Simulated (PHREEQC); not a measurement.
A solution holds 0.018 mol/kgw Cu(NO3)2 and 0.0011 mol/kgw HCl, at 25 °C. Closed to the air; pH follows from the charge balance.

All values are PHREEQC results (ion-association model, phreeqc.dat), not measurements.

Problem. The ionic strength comes out as 0.0551 mol/kgw. What activity coefficients do H+, Cl-, CuCl+, NO3-, Cu+2 get?

Solution. H+ 0.85, Cl- 0.81, CuCl+ 0.81, NO3- 0.80, Cu+2 0.47.

This is a speciation only: nothing precipitates in the calculation.
